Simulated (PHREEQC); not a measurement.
A column of 0.1 m (30 cells, dispersivity 0.008 m, 300 s a shift, diffusion coefficient 3e-10 m²/s) holds 0.19 eq of the database's cation exchanger X per kg of pore water, first in equilibrium with 3.1 mmol/kgw LiCl, 11 mmol/kgw Na2SO4 and 0.01 mmol/kgw HCl. It is flushed with 81 mmol/kgw LiCl and 0.01 mmol/kgw HCl, at 25 °C. Values are for the last cell. CO2 from the air is kept out. Precipitation was switched off in this run.

Base run: PHREEQC, ion-association model, phreeqc.dat. Each further column changes one thing. The table gives Na in solution (mol/kgw).

```
pore volumes     base  exchange capacity from 0.19 to 0.095 eq/kgw  dispersivity from 0.008 to 0.016 m
------------  -------  -------------------------------------------  ----------------------------------
0              0.0220                                       0.0220                              0.0220
0.4833         0.0240                                       0.0240                              0.0278
1.183          0.0576                                       0.0524                              0.0551
1.883          0.0601                                       0.0373                              0.0526
2.35           0.0507                                       0.0240                              0.0442
2.817          0.0402                                       0.0146                              0.0359
3.517          0.0268                                      0.00659                              0.0255
4.217          0.0171                                      0.00285                              0.0178
4.683          0.0125                                      0.00160                              0.0140
5.15          0.00899                                     0.000894                              0.0110
5.85          0.00542                                     0.000368                             0.00760
6.55          0.00323                                     0.000150                             0.00526
7.017         0.00227                                      8.25e-5                             0.00411
```
